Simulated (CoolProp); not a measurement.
The numbers come from the reference Helmholtz-energy equation of state, Lemmon 2016 in CoolProp.

Q: For R365MFC, give the phase and the Z, cp (kJ/(kg K)), cv (kJ/(kg K)), isothermal compressibility (1/MPa) at 226.85 °C and 2.72 MPa; 226.85 °C and 7.49 MPa.

A: 
- 226.85 °C and 2.72 MPa: gas; Z 0.747, cp 1.49, cv 1.30, isothermal compressibility 0.503
- 226.85 °C and 7.49 MPa: supercritical; Z 0.409, cp 2.19, cv 1.37, isothermal compressibility 0.0878
